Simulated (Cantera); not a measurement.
Cantera run, input and output.

```python
import numpy as np
import cantera as ct

gas = ct.Solution("gri30.yaml")
gas.TPX = 1023, 101325, {'CH4': 1, 'H2': 0.063, 'O2': 5.21, 'N2': 19.6, 'CO2': 9.3}
reactor = ct.IdealGasConstPressureReactor(gas, energy="on", clone=False)
net = ct.ReactorNet([reactor])
net.rtol, net.atol = 1e-08, 1e-16
show = ['CH4', 'H2', 'O2', 'O', 'CH2', 'NO']
times = np.geomspace(2e-06, 0.6, 12)

steps = ct.SolutionArray(gas, extra=["t"])
rows = []
print(f"{'t/s':>10s}{'T/K':>9s}{'P/Pa':>11s}" + "".join(f"{s:>11s}" for s in show))
for t in times:
    while net.time < t:
        t_next = net.step()
        steps.append(gas.state, t=t_next)
    rows.append([np.interp(t, steps.t, y) for y in (steps.T, steps.P, *steps(*show).X.T)])
    print(f"{t:10.3e}{rows[-1][0]:9.1f}{rows[-1][1]:11.4g}" + "".join(f"{x:11.3e}" for x in rows[-1][2:]))
rate = np.gradient(steps.T, steps.t)
print("integrator steps:", len(steps.t))
if steps.T.max() > steps.T[0] + 200:
    print(f"time of steepest temperature rise: {steps.t[rate.argmax()]:.4e} s")
gas.TPX = 1023, 101325, {'CH4': 1, 'H2': 0.063, 'O2': 5.21, 'N2': 19.6, 'CO2': 9.3}
gas.equilibrate("HP")
print(f"equilibrium (HP): T = {gas.T:.1f} K  " + "  ".join(f"{s} {gas[s].X[0]:.3e}" for s in show))
```

It prints:

```
       t/s      T/K       P/Pa        CH4         H2         O2          O        CH2         NO
 2.000e-06   1023.0  1.013e+05  2.843e-02  1.791e-03  1.481e-01  5.456e-14  5.187e-24  2.791e-27
 6.294e-06   1023.0  1.013e+05  2.843e-02  1.791e-03  1.481e-01  2.954e-13  8.214e-23  6.565e-26
 1.981e-05   1023.0  1.013e+05  2.843e-02  1.791e-03  1.481e-01  7.000e-13  5.799e-22  8.003e-25
 6.234e-05   1023.0  1.013e+05  2.843e-02  1.791e-03  1.481e-01  8.984e-13  2.642e-21  4.414e-24
 1.962e-04   1023.0  1.013e+05  2.843e-02  1.791e-03  1.481e-01  1.338e-12  1.506e-20  1.999e-23
 6.175e-04   1023.0  1.013e+05  2.843e-02  1.791e-03  1.481e-01  2.785e-12  1.204e-19  1.110e-22
 1.943e-03   1023.0  1.013e+05  2.843e-02  1.791e-03  1.481e-01  8.047e-12  1.348e-18  8.740e-22
 6.116e-03   1023.0  1.013e+05  2.843e-02  1.791e-03  1.481e-01  3.555e-11  2.931e-17  1.112e-20
 1.925e-02   1023.0  1.013e+05  2.843e-02  1.790e-03  1.481e-01  6.223e-10  7.972e-15  1.097e-18
 6.058e-02   1023.5  1.013e+05  2.835e-02  1.775e-03  1.481e-01  3.341e-09  1.846e-13  1.932e-16
 1.906e-01   1055.2  1.013e+05  2.422e-02  2.349e-03  1.437e-01  2.978e-07  2.687e-10  2.358e-13
 6.000e-01   1581.4  1.013e+05  3.666e-25  1.037e-06  9.043e-02  3.481e-06  3.119e-26  7.225e-07
integrator steps: 2221
time of steepest temperature rise: 1.9887e-01 s
equilibrium (HP): T = 1579.3 K  CH4 4.696e-28  H2 1.014e-06  O2 8.994e-02  O 3.384e-06  CH2 1.626e-29  NO 9.779e-04
```

Computed with Cantera and GRI-Mech 3.0 (53 species, 325 reactions).
